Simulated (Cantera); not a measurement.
A perfectly stirred reactor is fed with 16.7 % NO, 83.3 % N2, at 0.630 bar; it is held at 2023 K, and followed from long to short residence time.

Cantera simulation using GRI-Mech 3.0 (53 species, 325 reactions); the numbers are that mechanism's predictions, not measurements.

x: mole fraction; the columns are a selection and need not sum to one.

```csv
τ (s),x NO,x N2O,x NO2,x N2,x O2,x O
6.0,0.0414,9.76e-7,2.98e-5,0.896,0.0625,0.000254
0.99,…,…,…,0.863,…,…
0.16,0.155,1.14e-5,4.02e-5,0.839,0.00568,9.50e-5
0.027,0.165,1.27e-5,2.78e-5,0.834,0.000874,6.35e-5
0.0044,0.166,1.18e-5,2.07e-5,0.833,0.000101,4.73e-5
0.00073,0.167,…,…,0.833,…,…
0.00012,0.167,2.37e-6,7.24e-7,0.833,6.01e-8,2.65e-6
```

Complete the blanks.


- 0.99, x NO: 0.108
- 0.99, x N2O: 5.47e-6
- 0.99, x NO2: 5.43e-5
- 0.99, x O2: 0.0291
- 0.99, x O: 0.000179
- 0.00073, x N2O: 7.61e-6
- 0.00073, x NO2: 7.17e-6
- 0.00073, x O2: 3.66e-6
- 0.00073, x O: 1.73e-5
